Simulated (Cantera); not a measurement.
Input (Python, Cantera) and output of one run.

```python
import numpy as np
import cantera as ct

gas_names = """
    H HNO HNO2 HNO3 HO2 H2 H2O H2O2 N NH NH2 NH3 NH2OH NO NO2 NO3 N2 N2H2 N2H4 N2O O OH O2 O3 Si SiH
    SiH2 SiH3 SiH4 SiN SiO SiO2 Si2 Si2N Si3
""".split()
cond_names = """
    H2O(s) H2O(L) Si(cr) Si(L) SiO2(Lqz) SiO2(hqz) SiO2(L) Si2N2O(s) Si3N4(a)
""".split()


def load(file, names, dense=False):
    # The tables refer to 1 bar. Condensed volumes are neglected.
    table = {s.name: s for s in ct.Species.list_from_file(file)}
    out = []
    for n in names:
        d = dict(table[n].input_data)
        d["thermo"] = dict(d["thermo"], **{"reference-pressure": 1e5})
        if dense:
            d["equation-of-state"] = {"model": "constant-volume", "density": "1e6 g/cm^3"}
        out.append(ct.Species.from_dict(d))
    return out


gas = ct.Solution(thermo="ideal-gas", species=load("nasa_gas.yaml", gas_names))
cond = {s.name: ct.Solution(thermo="fixed-stoichiometry", species=[s], name=s.name)
        for s in load("nasa_condensed.yaml", cond_names, dense=True)}
atoms = {
    'Si2H6': {'Si': 2, 'H': 6},
    'H2O': {'H': 2, 'O': 1},
    'N2': {'N': 2},
}
top_T = {'Si2N2O(s)': 2100, 'Si3N4(a)': 2400}  # K; cautious upper limits of use, not melting points


def equilibrate(T, P, feed):
    n = {}
    for name, mol in feed.items():
        for a, k in atoms[name].items():
            n[a] = n.get(a, 0.0) + k * mol
    gas.TPX = T, P, n
    mass = sum(n.values()) * gas.mean_molecular_weight
    gas.equilibrate("TP")
    valid = [c for c in cond.values() if c.min_temp <= T <= top_T.get(c.name, c.max_temp)]
    mix = ct.Mixture([(gas, mass / gas.mean_molecular_weight)] + [(c, 0.0) for c in valid])
    mix.T, mix.P = T, P
    mix.equilibrate("TP", solver="vcs", rtol=1e-11, max_steps=5000)
    return mix


results = []
feed = {'Si2H6': 1, 'H2O': 0.16, 'N2': 7.7}  # mol
T = 825  # K
P = 64000  # Pa
mix = equilibrate(T, P, feed)
results.append((T, P, feed, dict(zip(mix.species_names, mix.species_moles))))
print(gas.report(threshold=1e-05))
for i in range(1, mix.n_phases):
    print(f"{mix.phase(i).name:16s} {mix.phase_moles(i):12.5e} mol")
```

Output:

```
       temperature   825 K
          pressure   64000 Pa
           density   0.18141 kg/m^3
  mean mol. weight   19.443 kg/kmol
   phase of matter   gas

                          1 kg             1 kmol
                     ---------------   ---------------
          enthalpy        8.0718e+05        1.5694e+07  J
   internal energy        4.5438e+05        8.8345e+06  J
           entropy             10838        2.1071e+05  J/K
    Gibbs function       -8.1338e+06       -1.5814e+08  J
 heat capacity c_p            1593.6             30984  J/K
 heat capacity c_v              1166             22670  J/K

                      mass frac. Y      mole frac. X     chem. pot. / RT
                     ---------------   ---------------   ---------------
                H2          0.034174           0.32958           -18.605
               NH3         0.0002032        0.00023197           -40.527
                N2           0.96562           0.67019           -25.237
     [  +32 minor]        3.9594e-13        5.8021e-12

Si(cr)            0.00000e+00 mol
SiO2(Lqz)         0.00000e+00 mol
Si2N2O(s)         1.60000e-01 mol
Si3N4(a)          5.60000e-01 mol
```

Cantera equilibrium calculation (NASA polynomials, part measured and part estimated; ideal gas, pure solids and liquids). The feed counts by its element totals alone. N2 is the only nitrogen source here; it is nearly inert below about 1500 K, so the nitride shown seldom forms there in practice.
